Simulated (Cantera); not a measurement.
## Hydrocarbon pyrolysis for carbon deposition

An isothermal, constant-pressure homogeneous reactor starts with C₂H₆ : N₂ = 1 : 16 (molar parts), at 1825 K and 390 Pa.

Computed with Cantera and GRI-Mech 3.0 (53 species, 325 reactions). GRI-Mech 3.0 stops at C3 and has no aromatics, soot or wall deposition, so with more carbon than oxygen in the feed, carbon stays in small species such as C2H2 where larger ones or solid carbon would form. Radical loss at walls, strong at low pressure, is not modelled.

| t (s) | x C₂H₆ | x C₂H | x CH₂ | x C₂H₂ | x H | x HCN |
|---|---|---|---|---|---|---|
| 0.000600 | 0.0222 | 5.26e-7 | 0.000164 | 0.000594 | 0.00188 | 2.28e-6 |
| 0.00116 | 0.00506 | 6.09e-6 | 0.000216 | 0.00617 | 0.00326 | 9.62e-6 |
| 0.00224 | 0.000243 | 1.31e-5 | 0.000150 | 0.0224 | 0.00334 | 2.28e-5 |
| 0.00432 | 1.77e-5 | 1.01e-5 | 6.80e-5 | 0.0360 | 0.00214 | 3.18e-5 |
| 0.00834 | 5.59e-6 | 6.98e-6 | 3.16e-5 | 0.0429 | 0.00139 | 3.64e-5 |
| 0.0161 | 2.44e-6 | 5.06e-6 | 1.64e-5 | 0.0462 | 0.000997 | 3.93e-5 |
| 0.0311 | 1.20e-6 | 3.87e-6 | 9.19e-6 | 0.0478 | 0.000763 | 4.14e-5 |
| 0.0600 | 6.14e-7 | 3.10e-6 | 5.44e-6 | 0.0488 | 0.000616 | 4.32e-5 |
| 0.116 | 3.29e-7 | 2.67e-6 | 3.48e-6 | 0.0495 | 0.000532 | 4.50e-5 |
| 0.224 | 1.82e-7 | 2.53e-6 | 2.49e-6 | 0.0502 | 0.000507 | 4.70e-5 |
| 0.432 | 9.55e-8 | 2.68e-6 | 1.96e-6 | 0.0510 | 0.000541 | 5.00e-5 |
| 0.834 | 3.93e-8 | 3.12e-6 | 1.53e-6 | 0.0516 | 0.000635 | 5.51e-5 |
| 1.61 | 1.07e-8 | 3.93e-6 | 1.07e-6 | 0.0522 | 0.000804 | 6.46e-5 |
| 3.11 | 1.74e-9 | 5.29e-6 | 6.36e-7 | 0.0524 | 0.00108 | 8.15e-5 |
| 6.00 | 1.58e-10 | 7.31e-6 | 2.95e-7 | 0.0525 | 0.00150 | 0.000106 |
x: mole fraction; the columns are a selection and need not sum to one.

Equilibrium at this temperature and pressure: C₂H₆ <1e-12, C₂H 3.53e-6, CH₂ 9.04e-9, C₂H₂ 0.0165, H 0.00229, HCN 0.0721 (gas phase only).
